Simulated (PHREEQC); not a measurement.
Dissolve 0.015 mol ZnCl2 and 0.00026 mol KCl per kg of water at 25 °C and 100 atm. Closed to the air; pH follows from the charge balance.

The numbers come from PHREEQC with the ion-association model, phreeqc.dat.

No solid was allowed to form.

### Question
Predict the pH.

### Answer
pH 5.45.

### Question
In which forms is Cl present?

### Answer
Cl- 98 %, ZnCl+ 1.9 % of the Cl.

Under pressure, the constants of complexes without a molar volume in the database are unreliable.
